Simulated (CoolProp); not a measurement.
Vapour-liquid equilibrium of n-hexane (1) + dimethyl carbonate (2) at 118.25 °C; x and y are mole fractions of (1).

Model: multi-fluid Helmholtz-energy mixture model, Thol 2019 and Zhou 2011; pair parameters Bell 2016, in CoolProp.

```tsv
x	bubble pressure, mixture model (kPa)	bubble pressure, Raoult's law (kPa)	y, mixture model	y, Raoult's law
0.05	277.7	238.0	0.200	0.081
0.15	[?]	253.4	0.389	0.227
0.25	374.6	268.8	0.481	0.357
0.35	[?]	284.1	0.539	0.473
0.45	409.2	299.5	0.585	0.577
0.55	418.1	314.9	0.628	0.671
0.65	423.0	330.3	0.675	0.756
0.75	423.1	345.7	0.733	0.833
0.85	416.3	361.0	[?]	0.904
0.95	398.7	376.4	0.922	0.969
```

Problem. Some entries are withheld; supply them.

Solution. 
- 0.15, bubble pressure, mixture model (kPa): 339.4
- 0.35, bubble pressure, mixture model (kPa): 395.7
- 0.85, y, mixture model: 0.810

The largest gap from Raoult's law is +39.4 % in bubble pressure, at x = 0.25. y crosses x between x = 0.65 and 0.75: the model has an azeotrope there.

The pair parameters rest on a limited set of measurements; away from them the model extrapolates.
